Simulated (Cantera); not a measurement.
Charge: 1 mol SiH2Cl2, 0.62 mol N2, 1.9 mol H2, at 0.000380 bar.

Method: chemical equilibrium by Gibbs-energy minimisation in Cantera with the NASA 1993 tables (ideal gas, pure condensed phases). Candidate condensed phases: NH4Cl, Si, Si3N4; 28 gas species. N2 is the only nitrogen source here; it is nearly inert below about 1500 K, so the nitride shown seldom forms there in practice. Rates play no part.

Task: At 500 °C, list the 4 most abundant gas species with their mole fractions, and the condensed phases.

Result: H2 0.591, HCl 0.347, SiCl4 0.0450, N2 0.0178. Condensed: Si3N4(s).
